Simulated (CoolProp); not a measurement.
Values from CoolProp's reference Helmholtz-energy equation of state, Thol 2021.

**Question.** Give the vapour pressure (kPa), liquid density (kg/m³), liquid cp (kJ/(kg K)) of saturated chlorine at 0.45, 40.35, 110.15 °C.

**Answer.** 
| T (°C) | p (kPa) | liquid density (kg/m³) | liquid cp (kJ/(kg K)) |
|---|---|---|---|
| 0.45 | 374 | 1470 | 0.962 |
| 40.35 | 1150 | 1340 | 1.02 |
| 110.15 | 4590 | 1060 | 1.44 |
